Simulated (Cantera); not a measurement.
Charge: 1 mol Na2SO4, 2 mol O2, at 1.13 Torr.

These are equilibrium values from Cantera (NASA tables, ideal gas, pure condensed phases), not measurements of a reactor. Candidate condensed phases: Na, NaO2, Na2O, Na2O2, Na2S, Na2SO4, S; 15 gas species. Equilibrium is a limit: real reactors are often held back by kinetics, nucleation or transport. All values below are at 1823 K.

Base state: O2 0.498, Na 0.331, SO2 0.166, O 0.00275, NaO 0.00166, SO 0.000156, Na2SO4 4.80e-5, SO3 4.41e-5 (mole fractions); condensed: gas only.

**Question.** What changes in the equilibrium state with this change: pressure from 1.13 Torr to 54.0 Torr?

**Answer.** 
```
species           before     after
--------------  --------  --------
O2                 0.498     0.915
Na                 0.331    0.0413
SO2                0.166    0.0216
Na2SO4           4.80e-5    0.0197
SO              0.000156   2.15e-6
Na2O             2.05e-6   1.44e-5
O                0.00275  0.000538
SO3              4.41e-5   5.38e-5
Na2SO4(l), mol         0     0.907
```

**Question.** What changes in the equilibrium state with this change: 0.036 mol CH4 added?

**Answer.** 
| species | before | after |
|---|---|---|
| O2 | 0.498 | 0.483 |
| Na | 0.331 | 0.321 |
| SO2 | 0.166 | 0.167 |
| NaOH | 0 | 0.0105 |
| H2O | 0 | 0.00610 |
| CO2 | 0 | 0.00595 |
| OH | 0 | 0.00122 |
| CO | 0 | 5.75e-5 |
| H | 0 | 4.34e-5 |
Further candidate phases: C, C6H6, C7H8, C8H18, H2O, H2SO4, NaOH, Na2CO3.
